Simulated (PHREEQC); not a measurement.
**Alkaline etch or developer: speciation**

A solution holds 0.13 mol/kgw CsOH, 0.00012 mol/kgw NaAlO2 and 0.00052 mol/kgw Na2CO3, at 20 °C. Closed to the air; pH follows from the charge balance.

The numbers come from PHREEQC with the ion-association model, wateq4f.dat.

This is a speciation only: nothing precipitates in the calculation.

Q: Predict the pH.

A: pH 13.15.
